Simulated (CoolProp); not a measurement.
Saturated liquid density (kg/m³) of R142b: the reference equation beside estimates from Tc = 137.1 °C, pc = 4055 kPa, ω = 0.232. Rackett uses Z = 0.29056 − 0.08775 ω.

Values from CoolProp's reference Helmholtz-energy equation of state, Lemmon 2006. It is a short technical equation, of lower accuracy than the large ones.

```
T (°C)   reference  Rackett  Redlich-Kwong
------  ----------  -------  -------------
28.25   (withheld)     1083          950.6
33.25         1090     1070          936.5
38.35         1076     1057          921.7
43.35         1063     1043          906.8
48.35         1049     1029     (withheld)
53.35         1035     1015          875.5
58.35         1020     1000     (withheld)
63.45         1004    985.1          841.8
68.45   (withheld)    969.5          824.2
73.45        972.2    953.4          805.9
78.45        955.2    936.6          786.8
83.45        937.5    919.1          767.0
88.55   (withheld)    900.4          745.7
93.55        898.7    881.0          723.8
98.55        877.8    860.5          700.7
```

Task: Complete the blanks.

Result: 
- 28.25, reference: 1103
- 48.35, Redlich-Kwong: 891.4
- 58.35, Redlich-Kwong: 859.1
- 68.45, reference: 988.6
- 88.55, reference: 918.4

Absolute difference from the reference over all 15 rows, mean and median: Rackett 1.9 and 1.9 %, Redlich-Kwong 16.5 and 16.2 %.
